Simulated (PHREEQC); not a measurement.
0.2 mol of Gypsum (CaSO4:2H2O) is brought to equilibrium with 1 kg of water, with rising amounts of TMAH, at 25 °C. Oxygen is held at 0.21 atm. No CO2 enters from the air. Solids allowed: Gypsum, Portlandite. Others were left out.

All values are PHREEQC results (ion-association model, wateq4f.dat), not measurements.

| TMAH added (mol) | pH | dissolved Ca (mol/kgw) | dissolved S (mol/kgw) | Portlandite (mol) | SO4-2 (mol/kgw) | Ca+2 (mol/kgw) | CaOH+ (mol/kgw) |
|---|---|---|---|---|---|---|---|
| 0 | 7.07 | 0.0157 | 0.0157 | 0 | 0.0105 | 0.0105 | 1.19e-8 |
| 0.0417 | 12.47 | 0.0199 | 0.0199 | 0 | 0.0148 | 0.0119 | 0.00290 |
| 0.0833 | 12.64 | 0.0177 | 0.0285 | 0.0107 | 0.0233 | 0.00951 | 0.00312 |
| 0.125 | 12.71 | 0.0153 | 0.0408 | 0.0256 | 0.0358 | 0.00752 | 0.00272 |
| 0.167 | 12.76 | 0.0138 | 0.0548 | 0.0410 | 0.0498 | 0.00634 | 0.00246 |
| 0.208 | 12.80 | 0.0128 | 0.0693 | 0.0566 | 0.0644 | 0.00558 | 0.00229 |
| 0.25 | 12.83 | 0.0121 | 0.0849 | 0.0731 | 0.0800 | 0.00502 | 0.00215 |
| 0.292 | 12.86 | 0.0115 | 0.101 | 0.0899 | 0.0962 | 0.00458 | 0.00204 |
| 0.333 | 12.88 | 0.0110 | 0.117 | 0.107 | 0.112 | 0.00425 | 0.00196 |
| 0.375 | 12.90 | 0.0106 | 0.134 | 0.124 | 0.129 | 0.00396 | 0.00189 |
| 0.417 | 12.92 | 0.0102 | 0.151 | 0.141 | 0.146 | 0.00372 | 0.00183 |
| 0.458 | 12.93 | 0.00994 | 0.168 | 0.159 | 0.163 | 0.00351 | 0.00178 |
| 0.5 | 12.95 | 0.00966 | 0.185 | 0.177 | 0.181 | 0.00332 | 0.00174 |

Portlandite from TMAH added = 0.0833 mol (pH 12.64).

(CH3)4N+ isn't in the database: it is added as a free cation with an ion size of 4 Å.
